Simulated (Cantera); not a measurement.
A freely propagating, adiabatic, planar premixed flame of H₂ : O₂ : N₂ : H₂O = 1 : 0.893 : 3.36 : 0.74 (molar parts), unburnt at 475 K and 24000 Pa; mixture-averaged transport, grid criteria slope 0.08 and curve 0.16, no radiation.

Detailed kinetics in Cantera: the H2/O2 subset of GRI-Mech 3.0, which has no nitrogen chemistry. Burning velocities carry a grid error of a few per cent, more on coarse grids. Lean hydrogen flames are cellular in practice and burn faster than this planar one.

Q: Predict: laminar burning velocity; thermal thickness; peak x(OH); peak x(H); peak x(H₂O₂).

A: 
```
Item                        Result
------------------------  --------
laminar burning velocity  158 cm/s
thermal thickness          2.21 mm
peak x(OH)                 0.00635
peak x(H)                   0.0122
peak x(H₂O₂)               2.41e-5
```
